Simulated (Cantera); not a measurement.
Charge: 1 mol SiH4, 0.83 mol O2, 0.62 mol H2, held at 0.000280 bar.

Cantera equilibrium calculation (NASA polynomials, part measured and part estimated; ideal gas, pure solids and liquids). Candidate condensed phases: H2O, Si, SiO2; 18 gas species. The tables hold silica as quartz up to 1696 K and as liquid above; real silica turns to tridymite and cristobalite and melts near 1996 K. Rates play no part.

At 1700 K, list the 4 most abundant gas species with their mole fractions, and the condensed phases.

H2 0.864, SiO 0.121, H 0.00819, H2O 0.00706. Condensed: SiO2(condensed).
